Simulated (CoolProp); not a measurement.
Vapour-liquid equilibrium of benzene (1) + n-octane (2) at 230.35 °C; x and y are mole fractions of (1).

Computed with CoolProp (multi-fluid Helmholtz-energy mixture model, Thol 2012 and Beckmüller 2019; pair parameters Bell 2016).

```csv
x,"bubble pressure, mixture model (bar)","bubble pressure, Raoult's law (bar)","y, mixture model","y, Raoult's law"
0.05,10.05,10.08,0.091,0.113
0.15,11.38,11.41,0.252,0.299
0.25,12.75,12.75,0.387,0.447
0.35,14.13,14.08,0.501,0.566
0.45,…,15.42,0.599,0.664
0.55,16.86,16.76,0.685,0.747
0.65,18.20,18.09,0.762,0.818
0.75,…,19.43,0.834,0.879
0.85,20.83,20.76,…,0.932
0.95,22.12,22.10,…,0.979
```

Complete the blanks.


- 0.45, bubble pressure, mixture model (bar): 15.50
- 0.75, bubble pressure, mixture model (bar): 19.52
- 0.85, y, mixture model: 0.902
- 0.95, y, mixture model: 0.968

The largest gap from Raoult's law is +0.6 % in bubble pressure, at x = 0.55. No azeotrope shows between x = 0.05 and 0.95.

Pair parameters are fitted to limited data, so mixtures are less certain than the pure fluids.
